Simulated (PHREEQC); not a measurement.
Consider water at 25 °C with 0.0097 mol HF and 0.00019 mol (NH4)2SiF6 per kg of water. Closed to the air; pH follows from the charge balance.

Model: ion-association model, phreeqc.dat, run in PHREEQC.

```
Property                   Result
----------------  ---------------
pH                           2.65
ionic strength    0.00294 mol/kgw
total alkalinity     -10.5 meq/kg
```

```
species  molality  activity   log γ
-------  --------  --------  ------
HF        0.00727   0.00728   0.000
H+        0.00236   0.00224  -0.024
F-        0.00230   0.00217  -0.026
NH4+     0.000380  0.000358  -0.026
SiF6-2   0.000190  0.000150  -0.101
HF2-      6.42e-5   6.05e-5  -0.026
H4SiO4    3.81e-8   3.82e-8   0.000
```

Precipitation was switched off in this run. Complexes and solids missing from the database can't appear. SiF6-2 is the database's only silicon fluoride.
